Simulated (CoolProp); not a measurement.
Vapour-liquid equilibrium of nitrogen (1) + methane (2) at -177.05 °C; x and y are mole fractions of (1).

The numbers come from the multi-fluid Helmholtz-energy mixture model, Span 2000 and Setzmann 1991; pair parameters Kunz 2012 in CoolProp.

**Question.** Give the bubble pressure and the first vapour's composition at x = 0.35, 0.75, 0.85. Is there an azeotrope?

**Answer.** x = 0.35: 0.2888 MPa, y = 0.935; x = 0.75: 0.4592 MPa, y = 0.975; x = 0.85: 0.5050 MPa, y = 0.984. No azeotrope shows between x = 0.05 and 0.95.

Pair parameters are fitted to limited data, so mixtures are less certain than the pure fluids. With so large a gap from Raoult's law the liquid may split in two, which this calculation doesn't test in full.
